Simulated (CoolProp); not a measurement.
Vapour-liquid equilibrium of dimethyl ether (1) + 1-butene (2) at 357.7 K; x and y are mole fractions of (1).

Values from CoolProp's multi-fluid Helmholtz-energy mixture model, Wu 2011 and Lemmon 2005; pair parameters Bell 2016.

| x | bubble pressure (MPa) | y at the bubble point | dew pressure at overall composition x (MPa) | liquid density (mol/L) |
|---|---|---|---|---|
| 0.05 | 1.384 | 0.084 | 1.355 | (withheld) |
| 0.125 | 1.486 | 0.196 | 1.420 | 9.195 |
| 0.2 | 1.585 | 0.294 | 1.491 | 9.354 |
| 0.275 | 1.681 | 0.382 | 1.566 | (withheld) |
| 0.35 | 1.774 | 0.461 | 1.646 | 9.696 |
| 0.425 | 1.863 | 0.534 | 1.731 | 9.881 |
| 0.5 | 1.949 | 0.602 | 1.820 | (withheld) |
| 0.575 | 2.032 | 0.667 | 1.914 | 10.29 |
| 0.65 | 2.111 | 0.728 | 2.010 | 10.51 |
| 0.725 | 2.188 | 0.787 | 2.108 | 10.75 |
| 0.8 | (withheld) | 0.845 | 2.205 | 11.01 |
| 0.875 | 2.333 | 0.903 | 2.299 | 11.30 |
| 0.95 | 2.401 | 0.961 | 2.388 | 11.60 |

Task: Some entries are withheld; supply them.

Result: 
- 0.05, liquid density (mol/L): 9.043
- 0.275, liquid density (mol/L): 9.520
- 0.5, liquid density (mol/L): 10.08
- 0.8, bubble pressure (MPa): 2.262

No azeotrope shows between x = 0.05 and 0.95.

Pair parameters are fitted to limited data, so mixtures are less certain than the pure fluids.
